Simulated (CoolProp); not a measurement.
Vapour-liquid equilibrium of diethyl ether (1) + benzene (2) at 329 kPa; x and y are mole fractions of (1).

The numbers come from the multi-fluid Helmholtz-energy mixture model, Thol 2014 and Thol 2012; pair parameters Bell 2016 in CoolProp.

Give the bubble temperature and the first vapour's composition at x = 0.35, 0.65, 0.95. Is there an azeotrope?

x = 0.35: 98.9 °C, y = 0.634; x = 0.65: 84.6 °C, y = 0.863; x = 0.95: 73.9 °C, y = 0.986. No azeotrope shows between x = 0.05 and 0.95.

The pair parameters rest on a limited set of measurements; away from them the model extrapolates.
